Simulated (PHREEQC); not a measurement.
## Acid rinse or clean (model solution)

Make-up at 20 °C: 0.24 mol HBr per kg of water. Closed to the air; pH follows from the charge balance.

The numbers come from PHREEQC with the ion-association model, wateq4f.dat.

Precipitation was switched off in this run.

Task: What pH, activity of water does the model give?

Result: pH 0.72; activity of water 0.992.

Complexes and solids missing from the database can't appear.
